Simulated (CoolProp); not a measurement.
C3F8 (R218) along the isotherm 356.5 K: fugacity coefficient from the reference equation and from simpler models built on Tc = 345.0 K, pc = 2.640 MPa, ω = 0.317; each cubic takes its own stable root.

The numbers come from the reference Helmholtz-energy equation of state, Lemmon 2006 in CoolProp. It is a short technical equation, of lower accuracy than the large ones.

```csv
p (MPa),phase,reference,Redlich-Kwong,Peng-Robinson
0.0417,gas,0.9954,0.9951,0.9946
0.0857,gas,0.9906,0.9900,0.9890
0.176,gas,0.9807,0.9794,0.9774
0.361,gas,(withheld),(withheld),0.9540
0.742,gas,0.9188,(withheld),0.9067
1.52,gas,(withheld),(withheld),0.8137
3.13,supercritical,0.6512,0.6435,0.6289
6.43,supercritical,0.3997,(withheld),0.3904
13.2,supercritical,(withheld),0.2910,(withheld)
```

**Question.** Fill in the missing entries.

**Answer.** 
- 0.361, reference: 0.9604
- 0.361, Redlich-Kwong: 0.9580
- 0.742, Redlich-Kwong: 0.9143
- 1.52, reference: 0.8340
- 1.52, Redlich-Kwong: 0.8271
- 6.43, Redlich-Kwong: 0.4034
- 13.2, reference: 0.2823
- 13.2, Peng-Robinson: 0.2722
